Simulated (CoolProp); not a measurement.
Vapour-liquid equilibrium of dimethyl carbonate (1) + n-heptane (2) at 347.3 K; x and y are mole fractions of (1).

Computed with CoolProp (multi-fluid Helmholtz-energy mixture model, Zhou 2011 and Span 2003; pair parameters Bell 2016).

Give the bubble pressure and the first vapour's composition at x = 0.35, 0.5, 0.95. Is there an azeotrope?

x = 0.35: 0.07618 MPa, y = 0.527; x = 0.5: 0.07826 MPa, y = 0.575; x = 0.95: 0.06704 MPa, y = 0.846. y crosses x between x = 0.5 and 0.65: the model has an azeotrope there.

The pair parameters rest on a limited set of measurements; away from them the model extrapolates.
